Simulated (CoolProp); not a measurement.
The fluid at 594.29 K and 27.4 MPa is throttled through a valve to 5.17 MPa with no heat exchange. The same conditions are run with several fluids, on thermodynamics alone (safety and materials aside).

Values from CoolProp's reference Helmholtz-energy equation of state of each fluid (hydrogen chloride: Thol 2018; ethane: Bücker 2006; methanol: de Reuck 1993; ammonia: Gao 2020; cyclohexane: Zhou 2014).

Problem. Rank hydrogen chloride, ethane, methanol, ammonia, cyclohexane by temperature change (K), highest first.

Solution. cyclohexane (-21.7), ethane (-27.8), hydrogen chloride (-70.4), ammonia (-76.9), methanol (-107.5)

| fluid | final phase | final density (kg/m³) |
|---|---|---|
| hydrogen chloride | gas | 45.4 |
| ethane | supercritical | 34.1 |
| methanol | two-phase, vapour fraction 0.991 | 73.8 |
| ammonia | gas | 22.0 |
| cyclohexane | supercritical | 291 |
